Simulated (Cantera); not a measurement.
Feed: 1 mol Si, 0.07 mol CO2, 59 mol CO, 0.016 mol O2, at 1330 Pa.

Equilibrium computed with Cantera from the NASA thermochemical tables; the gas is ideal and each condensed phase is pure. Candidate condensed phases: C, Si, SiC, SiO2; 20 gas species. Mutual solubility and eutectic melting of coexisting phases are not modelled. The tables hold silica as quartz up to 1696 K and as liquid above; real silica turns to tridymite and cristobalite and melts near 1996 K. Kinetics and transport are ignored.

Question: What share of the Si ends up in condensed phases as a function of T (K), at 1373, 1398, 1423, 1448, 1473, 1498, 1523, 1548, 1573, 1598, 1623, 1648, 1673?

Answer: 
```
T (K)  Si condensed (%)                       as
-----  ----------------  -----------------------
1373               99.8           SiO2(β-quartz)
1398               99.4           SiO2(β-quartz)
1423               98.3           SiO2(β-quartz)
1448               95.4           SiO2(β-quartz)
1473               88.5  SiC(s) + SiO2(β-quartz)
1498               77.9  SiC(s) + SiO2(β-quartz)
1523               58.4  SiC(s) + SiO2(β-quartz)
1548               44.9                   SiC(s)
1573               44.9                   SiC(s)
1598               44.9                   SiC(s)
1623               44.9                   SiC(s)
1648               44.9                   SiC(s)
1673               44.9                   SiC(s)
```
